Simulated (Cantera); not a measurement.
Gas mixture: O2 = 0.57 (molar parts), at 0.180 Torr, frozen composition.

Cantera's kinetic-theory transport with the Lennard-Jones parameters of GRI-Mech 3.0, ideal gas; thermal conductivity in the multicomponent form.

D: mixture-averaged diffusion coefficient of that species in the mixture.

| T (K) | ρ (kg/m³) | cp (J/kg/K) | μ (µPa s) | λ (mW/m/K) | Pr | D (cm²/s) CO2 | D (cm²/s) NH3 | D (cm²/s) CH4 |
|---|---|---|---|---|---|---|---|---|
| 400 | 0.000231 | 941.4 | 25.6 | 33.9 | 0.712 | 1110 | ___ | 1590 |
| 500 | 0.000185 | 971.4 | 30.0 | 41.1 | 0.711 | 1660 | ___ | 2350 |
| 600 | 0.000154 | 1003 | 34.1 | 48.1 | 0.710 | 2280 | ___ | 3210 |
| 700 | 0.000132 | 1031 | 37.8 | 54.9 | 0.710 | 2980 | ___ | 4170 |
| 800 | 0.000115 | 1055 | 41.4 | 61.5 | 0.710 | 3750 | ___ | 5230 |
| 900 | 0.000103 | 1074 | 44.7 | 67.7 | 0.709 | 4580 | ___ | 6370 |

### Question
What belongs in the gaps?

### Answer

- 400, D (cm²/s) NH3: 1630
- 500, D (cm²/s) NH3: 2460
- 600, D (cm²/s) NH3: 3430
- 700, D (cm²/s) NH3: 4520
- 800, D (cm²/s) NH3: 5720
- 900, D (cm²/s) NH3: 7020
